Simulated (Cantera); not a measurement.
Cantera run, input and output.

```python
import numpy as np
import cantera as ct

surf = ct.Interface("diamond.yaml", "diamond_100")
gas, bulk = surf.adjacent["gas"], surf.adjacent["diamond"]
k = surf.kinetics_species_index(bulk.species_names[0])
cover = ["c6HH", "c6H*", "c6*H", "c6**", "c6HM", "c6B"]

rows, drift = [], 0.0
print(f"{'P':>10s}{'um/h':>11s}" + "".join(f"{s:>11s}" for s in cover))
for v in [620, 990, 1600, 2500, 4000, 6300, 10000, 16000]:
    T, P, xH, xCH3 = 1225, v, 0.0032, 0.00022
    gas.TPX = T, P, {"H": xH, "CH3": xCH3, "CH4": 0.0073, "H2": 1 - xH - xCH3 - 0.0073}
    surf.TP = bulk.TP = T, P
    surf.coverages = "c6H*:0.1, c6HH:0.9"
    surf.advance_coverages(100.0)
    before = surf.coverages
    surf.advance_coverages(100.0)
    drift = max(drift, np.max(np.abs(surf.coverages - before) / (surf.coverages + 1e-9)))
    rate = surf.net_production_rates[k] * bulk.mean_molecular_weight / bulk.density * 3.6e9
    rows.append([rate, *surf[cover].coverages])
    print(f"{v:10.4g}{rate:11.4e}" + "".join(f"{x:11.3e}" for x in rows[-1][1:]))
```

Result:

```
         P       um/h       c6HH       c6H*       c6*H       c6**       c6HM        c6B
       620 1.3208e-01  4.306e-01  4.072e-02  4.968e-01  3.060e-02  2.879e-04  3.584e-10
       990 2.3827e-01  4.304e-01  4.071e-02  4.967e-01  3.058e-02  4.577e-04  6.466e-10
      1600 4.5091e-01  4.303e-01  4.069e-02  4.964e-01  3.056e-02  7.293e-04  1.224e-09
      2500 8.4522e-01  4.300e-01  4.067e-02  4.961e-01  3.054e-02  1.112e-03  2.294e-09
      4000 1.6976e+00  4.296e-01  4.064e-02  4.955e-01  3.051e-02  1.708e-03  4.606e-09
      6300 3.4194e+00  4.291e-01  4.059e-02  4.948e-01  3.046e-02  2.528e-03  9.279e-09
     1e+04 7.0524e+00  4.283e-01  4.053e-02  4.938e-01  3.041e-02  3.658e-03  1.914e-08
   1.6e+04 1.4635e+01  4.273e-01  4.047e-02  4.924e-01  3.034e-02  5.116e-03  3.971e-08
```

Model: the Harris–Goodwin 1993 mechanism for the reconstructed diamond (100) surface, integrated in Cantera.
